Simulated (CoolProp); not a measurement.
Vapour-liquid equilibrium of n-heptane (1) + m-xylene (2) at 0.0019 MPa; x and y are mole fractions of (1).

Values from CoolProp's multi-fluid Helmholtz-energy mixture model, Span 2003 and Zhou 2012; pair parameters Bell 2016.

```csv
x,"bubble temperature, mixture model (K)","bubble temperature, Raoult's law (K)","y, mixture model","y, Raoult's law"
0.05,302.5,304.2,___,0.215
0.15,___,298.5,0.560,0.490
0.25,291.4,294.1,0.696,0.653
0.35,288.2,290.5,0.777,0.758
0.45,285.8,287.5,0.833,0.830
0.55,283.7,285.0,0.876,0.882
0.65,281.9,282.8,0.910,0.920
0.75,280.3,280.8,0.939,0.950
0.85,278.9,279.1,0.965,0.973
0.95,277.5,277.5,___,0.992
```

Fill in the missing entries.


- 0.05, y, mixture model: 0.281
- 0.15, bubble temperature, mixture model (K): 295.8
- 0.95, y, mixture model: 0.989

The largest gap from Raoult's law is -2.7 K in bubble temperature, at x = 0.25. No azeotrope shows between x = 0.05 and 0.95.

The pair parameters rest on a limited set of measurements; away from them the model extrapolates.
